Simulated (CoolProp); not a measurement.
Vapour-liquid equilibrium of R22 (1) + n-pentane (2) at -11.45 °C; x and y are mole fractions of (1).

Model: multi-fluid Helmholtz-energy mixture model, Kamei 1995 and Thol 2019; pair parameters Bell 2016, in CoolProp.

```json
[
 {"x": "0.05", "bubble pressure (bar)": "[?]", "y at the bubble point": "[?]", "dew pressure at overall composition x (bar)": "0.1487", "liquid density (mol/L)": "9.291"},
 {"x": "0.2", "bubble pressure (bar)": "1.354", "y at the bubble point": "0.909", "dew pressure at overall composition x (bar)": "[?]", "liquid density (mol/L)": "9.913"},
 {"x": "0.35", "bubble pressure (bar)": "1.938", "y at the bubble point": "0.943", "dew pressure at overall composition x (bar)": "0.2163", "liquid density (mol/L)": "[?]"},
 {"x": "0.5", "bubble pressure (bar)": "2.316", "y at the bubble point": "0.957", "dew pressure at overall composition x (bar)": "0.2797", "liquid density (mol/L)": "11.40"},
 {"x": "0.65", "bubble pressure (bar)": "2.595", "y at the bubble point": "0.967", "dew pressure at overall composition x (bar)": "0.3954", "liquid density (mol/L)": "12.32"},
 {"x": "0.8", "bubble pressure (bar)": "[?]", "y at the bubble point": "[?]", "dew pressure at overall composition x (bar)": "0.6732", "liquid density (mol/L)": "13.41"},
 {"x": "0.95", "bubble pressure (bar)": "[?]", "y at the bubble point": "[?]", "dew pressure at overall composition x (bar)": "2.122", "liquid density (mol/L)": "14.74"}
]
```

Complete the blanks.


- 0.05, bubble pressure (bar): 0.4897
- 0.05, y at the bubble point: 0.720
- 0.2, dew pressure at overall composition x (bar): 0.1763
- 0.35, liquid density (mol/L): 10.61
- 0.8, bubble pressure (bar): 2.871
- 0.8, y at the bubble point: 0.977
- 0.95, bubble pressure (bar): 3.223
- 0.95, y at the bubble point: 0.993

No azeotrope shows between x = 0.05 and 0.95.

Pair parameters are fitted to limited data, so mixtures are less certain than the pure fluids. With so large a gap from Raoult's law the liquid may split in two, which this calculation doesn't test in full.
